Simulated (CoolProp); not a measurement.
A closed Brayton cycle with dry air: compressor inlet 305.15 K and 4.6 MPa, high pressure 11.1 MPa, turbine inlet 980 K, compressor efficiency 0.8, turbine efficiency 0.85, recuperator effectiveness 0.9 (on enthalpy, no pinch check). Each further row changes one setting.

Model: reference Helmholtz-energy equation of state, Lemmon 2000, in CoolProp. It is a pseudo-pure fit of the blend.

| case | thermal efficiency (%) | net work (kJ/kg) | compressor to turbine work | compressor exit (K) | turbine exit (K) |
|---|---|---|---|---|---|
| as stated | 34.1 | 82.2 | 0.58 | 415.0 | 811.6 |
| turbine inlet 930 K | 32.0 | 72.2 | 0.61 | 415.0 | 768.8 |
| compressor inlet 315.15 K | 32.8 | 78.2 | 0.60 | 428.4 | 811.6 |
| high pressure 9.43 MPa | 34.0 | 72.4 | 0.55 | 392.5 | 840.4 |
| recuperator effectiveness 0.5 | 20.0 | 82.2 | 0.58 | 415.0 | 811.6 |
